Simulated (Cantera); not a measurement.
Adiabatic ignition

An adiabatic, constant-pressure homogeneous reactor starts with 28.8 % CO, 11.5 % H2, 3.46 % CH4, 11.8 % O2, 44.4 % N2, equivalence ratio 2.3, at 1250 K and 0.987 atm.

Detailed kinetics in Cantera: GRI-Mech 3.0 (53 species, 325 reactions).

| t (s) | T (K) | x CO | x H2 | x CH4 | x CH2 | x HCN | x C2H4 | x HCO |
|---|---|---|---|---|---|---|---|---|
| 1.00e-5 | 1250 | 0.288 | 0.115 | 0.0346 | <1e-12 | <1e-12 | <1e-12 | 1.42e-11 |
| 2.61e-5 | 1250 | 0.288 | 0.115 | 0.0346 | 1.09e-12 | <1e-12 | 8.71e-12 | 1.07e-10 |
| 6.81e-5 | 1251 | 0.288 | 0.115 | 0.0344 | 9.38e-9 | <1e-12 | 1.20e-7 | 1.40e-8 |
| 0.000178 | 1504 | 0.291 | 0.105 | 0.0201 | 6.18e-6 | 1.05e-8 | 0.000532 | 1.75e-5 |
| 0.000464 | 2455 | 0.254 | 0.0607 | <1e-12 | <1e-12 | 7.55e-10 | <1e-12 | 5.76e-7 |
| 0.00121 | 2568 | 0.256 | 0.0617 | <1e-12 | <1e-12 | 9.75e-9 | <1e-12 | 3.14e-7 |
| 0.00316 | 2579 | 0.257 | 0.0619 | 1.13e-12 | <1e-12 | 2.22e-8 | <1e-12 | 2.86e-7 |
| 0.00825 | 2577 | 0.257 | 0.0620 | 1.14e-12 | <1e-12 | 3.59e-8 | <1e-12 | 2.86e-7 |
| 0.0215 | 2576 | 0.257 | 0.0621 | 1.15e-12 | <1e-12 | 4.46e-8 | <1e-12 | 2.85e-7 |
| 0.0562 | 2576 | 0.257 | 0.0621 | 1.15e-12 | <1e-12 | 4.52e-8 | <1e-12 | 2.85e-7 |
| 0.147 | 2576 | 0.257 | 0.0621 | 1.15e-12 | <1e-12 | 4.52e-8 | <1e-12 | 2.85e-7 |
| 0.383 | 2576 | 0.257 | 0.0621 | 1.15e-12 | <1e-12 | 4.52e-8 | <1e-12 | 2.85e-7 |
| 1.00 | 2576 | 0.257 | 0.0621 | 1.15e-12 | <1e-12 | 4.52e-8 | <1e-12 | 2.85e-7 |
x: mole fraction; the columns are a selection and need not sum to one.

The time of steepest temperature rise is 0.193 ms. The temperature at 1.00 s is 2576 K and the equilibrium temperature comes out as 2576 K. The x(CO) at 1.00 s is 0.257 (gas-phase equilibrium 0.257). The x(H2) at 1.00 s is 0.0621 (gas-phase equilibrium 0.0621). The x(CH4) at 1.00 s is 1.15e-12 (gas-phase equilibrium 1.31e-12).
